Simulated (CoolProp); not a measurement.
Vapour-liquid equilibrium of CH2F2 (R32) (1) + R125 (2) at -74.15 °C; x and y are mole fractions of (1).

Computed with CoolProp (multi-fluid Helmholtz-energy mixture model, Tillner-Roth 1997 and Lemmon 2005; pair parameters Lemmon 2004).

| x | bubble pressure, mixture model (bar) | bubble pressure, Raoult's law (bar) | y, mixture model | y, Raoult's law |
|---|---|---|---|---|
| 0.05 | 0.2337 | 0.2328 | 0.063 | 0.059 |
| 0.15 | 0.2405 | 0.2374 | 0.186 | 0.175 |
| 0.25 | 0.2476 | 0.2421 | 0.302 | 0.286 |
| 0.35 | 0.2544 | 0.2467 | 0.410 | 0.393 |
| 0.45 | 0.2608 | 0.2514 | 0.510 | 0.496 |
| 0.55 | 0.2665 | 0.2560 | 0.602 | 0.595 |
| 0.65 | 0.2713 | 0.2606 | 0.689 | 0.691 |
| 0.75 | 0.2750 | 0.2653 | 0.773 | 0.783 |
| 0.85 | 0.2774 | 0.2699 | 0.857 | 0.872 |
| 0.95 | 0.2778 | 0.2746 | 0.948 | 0.958 |

The largest gap from Raoult's law is +4.1 % in bubble pressure, at x = 0.55. y crosses x between x = 0.85 and 0.95: the model has an azeotrope there.

Pair parameters are fitted to limited data, so mixtures are less certain than the pure fluids.
